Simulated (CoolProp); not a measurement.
Hexamethyldisiloxane (MM) at 414.68 K and 0.127 MPa is throttled through a valve to 0.05 MPa with no heat exchange. Each further row changes one setting.

Model: reference Helmholtz-energy equation of state, Thol 2016, in CoolProp.

| case | temperature change (K) | final density (kg/m³) |
|---|---|---|
| as stated | ___ | ___ |
| outlet pressure 0.015 MPa | ___ | ___ |
| outlet pressure 0.065 MPa | -1.1 | 3.16 |

Complete the blanks.


- as stated, temperature change (K): -1.4
- as stated, final density (kg/m³): 2.41
- outlet pressure 0.015 MPa, temperature change (K): -2.0
- outlet pressure 0.015 MPa, final density (kg/m³): 0.714
